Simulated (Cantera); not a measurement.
An adiabatic, constant-volume homogeneous reactor starts with CH4 : H2 : O2 : N2 : H2O = 1 : 0.47 : 2.79 : 10.5 : 0.086 (molar parts), at 1750 K and 160000 Pa.

Cantera simulation using GRI-Mech 3.0 (53 species, 325 reactions); the numbers are that mechanism's predictions, not measurements.

One state of this run: T (K) = 2939; P (bar) = 2.76; x CH4 = <1e-12; x H2 = 0.0149; x O2 = 0.0395; x O = 0.0110; x HCO = 6.35e-8. x: mole fraction; the columns are a selection and need not sum to one.

Question: Which value of t (s) does it belong to?
A) 2.00e-6
B) 3.95e-5
C) 0.00346
D) 8.89e-6

Answer: C, 0.00346
